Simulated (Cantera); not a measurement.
A Cantera script and what it prints.

```python
import numpy as np
import cantera as ct

gas_names = """
    C CH CH2 CH3 CH4 C2 C2H C2H2,acetylene C2H2,vinylidene C2H3,vinyl C2H4 C2H5 C2H6 C3 C3H3,propargyl
    C3H4,allene C3H4,propyne C3H4,cyclo- C3H5,allyl C3H6,propylene C3H6,cyclo- C3H7,n-propyl
    C3H7,i-propyl C3H8 C4 C4H2 C4H4,1,3-cyclo- C4H6,butadiene C4H6,2-butyne C4H6,cyclo- C4H8,1-butene
    C4H8,cis2-buten C4H8,tr2-butene C4H8,isobutene C4H8,cyclo- C4H9,n-butyl C4H9,i-butyl C4H9,s-butyl
    C4H9,t-butyl C4H10,isobutane C4H10,n-butane C5 C5H6,1,3cyclo- C5H8,cyclo- C5H10,1-pentene
    C5H10,cyclo- C5H11,pentyl C5H11,t-pentyl C5H12,n-pentane C5H12,i-pentane CH3C(CH3)2CH3 C6H2
    C6H5,phenyl C6H6 C6H10,cyclo- C6H12,1-hexene C6H12,cyclo- C6H13,n-hexyl C7H7,benzyl C7H8
    C7H14,1-heptene C7H15,n-heptyl C7H16,n-heptane C8H8,styrene C8H10,ethylbenz C8H16,1-octene
    C8H17,n-octyl C8H18,isooctane C8H18,n-octane C9H19,n-nonyl C10H8,naphthale C10H21,n-decyl
    C12H9,o-bipheny C12H10,bipheny H H2 Si SiC SiC2 SiC4H12 SiH SiH2 SiH3 SiH4 Si2 Si2C Si3
""".split()
cond_names = """
    C(gr) C6H6(L) C7H8(L) C8H18(L),n-octa Si(cr) Si(L) SiC(b)
""".split()


def load(file, names, dense=False):
    # The tables refer to 1 bar. Condensed volumes are neglected.
    table = {s.name: s for s in ct.Species.list_from_file(file)}
    out = []
    for n in names:
        d = dict(table[n].input_data)
        d["thermo"] = dict(d["thermo"], **{"reference-pressure": 1e5})
        if dense:
            d["equation-of-state"] = {"model": "constant-volume", "density": "1e6 g/cm^3"}
        out.append(ct.Species.from_dict(d))
    return out


gas = ct.Solution(thermo="ideal-gas", species=load("nasa_gas.yaml", gas_names))
cond = {s.name: ct.Solution(thermo="fixed-stoichiometry", species=[s], name=s.name)
        for s in load("nasa_condensed.yaml", cond_names, dense=True)}
atoms = {
    'SiH4': {'Si': 1, 'H': 4},
    'CH4': {'C': 1, 'H': 4},
    'H2': {'H': 2},
}
top_T = {'C(gr)': 4500, 'SiC(b)': 3050}  # K; cautious upper limits of use, not melting points


def equilibrate(T, P, feed):
    n = {}
    for name, mol in feed.items():
        for a, k in atoms[name].items():
            n[a] = n.get(a, 0.0) + k * mol
    gas.TPX = T, P, n
    mass = sum(n.values()) * gas.mean_molecular_weight
    gas.equilibrate("TP")
    valid = [c for c in cond.values() if c.min_temp <= T <= top_T.get(c.name, c.max_temp)]
    mix = ct.Mixture([(gas, mass / gas.mean_molecular_weight)] + [(c, 0.0) for c in valid])
    mix.T, mix.P = T, P
    mix.equilibrate("TP", solver="vcs", rtol=1e-11, max_steps=5000)
    return mix


results = []
feed = {'SiH4': 1, 'CH4': 0.55, 'H2': 92}  # mol
P = 133.322  # Pa
for T in [1148, 1348, 1548, 1748, 1948, 2148, 2348, 2548]:
    mix = equilibrate(T, P, feed)
    results.append((T, P, feed, dict(zip(mix.species_names, mix.species_moles))))
    x = sorted(zip(gas.X, gas.species_names), reverse=True)
    print(f"T = {T:g} K  P = {P:g} Pa  gas = {mix.phase_moles(0):.4g} mol")
    print("   x: " + "  ".join(f"{s} {v:.3e}" for v, s in x if v > 0.001))
    print("   condensed (mol): " + ("  ".join(f"{mix.phase(i).name} {mix.phase_moles(i):.4g}"
          for i in range(1, mix.n_phases) if mix.phase_moles(i) > 1e-12) or "none"))
```

Result:

```
T = 1148 K  P = 133.322 Pa  gas = 95.1 mol
   x: H2 1.000e+00
   condensed (mol): Si(cr) 0.45  SiC(b) 0.55
T = 1348 K  P = 133.322 Pa  gas = 95.1 mol
   x: H2 9.999e-01
   condensed (mol): Si(cr) 0.45  SiC(b) 0.55
T = 1548 K  P = 133.322 Pa  gas = 95.14 mol
   x: H2 9.991e-01
   condensed (mol): Si(cr) 0.4472  SiC(b) 0.55
T = 1748 K  P = 133.322 Pa  gas = 95.51 mol
   x: H2 9.926e-01  H 6.234e-03  Si 1.092e-03
   condensed (mol): Si(L) 0.3365  SiC(b) 0.5492
T = 1948 K  P = 133.322 Pa  gas = 97.02 mol
   x: H2 9.649e-01  H 3.040e-02  Si 4.416e-03
   condensed (mol): SiC(b) 0.5366
T = 2148 K  P = 133.322 Pa  gas = 101.5 mol
   x: H2 8.815e-01  H 1.072e-01  Si 8.540e-03  C2H2,acetylene 1.688e-03
   condensed (mol): C(gr) 0.04495
T = 2348 K  P = 133.322 Pa  gas = 112 mol
   x: H2 7.053e-01  H 2.840e-01  Si 8.178e-03  C2H2,acetylene 1.771e-03
   condensed (mol): none
T = 2548 K  P = 133.322 Pa  gas = 133.3 mol
   x: H 5.576e-01  H2 4.333e-01  Si 6.991e-03  C2H2,acetylene 1.269e-03
   condensed (mol): none
```

These are equilibrium values from Cantera (NASA tables, ideal gas, pure condensed phases), not measurements of a reactor. Mutual solubility and eutectic melting of coexisting phases are not modelled. Gases not in the tables: Si2H6 and higher silanes.
